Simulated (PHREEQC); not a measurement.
A solution holds 0.0092 mol LiOH, 0.00029 mol K2SiO3 and 0.00012 mol K2CO3 per kg of water, at 25 °C. Closed to the air; pH follows from the charge balance.

Model: ion-association model, phreeqc.dat, run in PHREEQC.

Each row changes one thing in this solution. Precipitation was switched off in this run.

| case | pH | ionic strength (mol/kgw) |
|---|---|---|
| as made | 11.93 | 0.0102 |
| K2SiO3 left out | 11.91 | 0.00956 |
| K2CO3 left out | 11.93 | 0.00980 |
| K2SiO3 from 0.00029 to 0.000145 mol/kgw | (withheld) | 0.00986 |
| K2SiO3 from 0.00029 to 0.00058 mol/kgw | (withheld) | 0.0108 |
| 0.0028 mol/kgw Na2CO3 added | 11.91 | 0.0182 |
| LiOH from 0.0092 to 0.00828 mol/kgw | (withheld) | 0.00924 |

### Question
Complete the blanks.

### Answer

- K2SiO3 from 0.00029 to 0.000145 mol/kgw, pH: 11.92
- K2SiO3 from 0.00029 to 0.00058 mol/kgw, pH: 11.94
- LiOH from 0.0092 to 0.00828 mol/kgw, pH: 11.88

Complexes and solids missing from the database can't appear.
